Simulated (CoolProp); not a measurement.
Vapour-liquid equilibrium of ethylbenzene (1) + p-xylene (2) at 270.95 °C; x and y are mole fractions of (1).

The numbers come from the multi-fluid Helmholtz-energy mixture model, Zhou 2012 and Zhou 2012; pair parameters Bell 2016 in CoolProp.

| x | bubble pressure (kPa) | y at the bubble point | dew pressure at overall composition x (kPa) | liquid density (mol/L) |
|---|---|---|---|---|
| 0.05 | 1363 | 0.051 | 1363 | 5.550 |
| 0.2 | 1371 | 0.204 | 1371 | 5.557 |
| 0.35 | 1378 | 0.355 | 1378 | 5.566 |
| 0.5 | 1384 | 0.504 | 1384 | 5.576 |
| 0.65 | 1388 | 0.653 | 1388 | 5.587 |
| 0.8 | 1393 | 0.802 | 1393 | 5.599 |
| 0.95 | 1397 | 0.951 | 1397 | 5.611 |

No azeotrope shows between x = 0.05 and 0.95.

Pair parameters are fitted to limited data, so mixtures are less certain than the pure fluids.
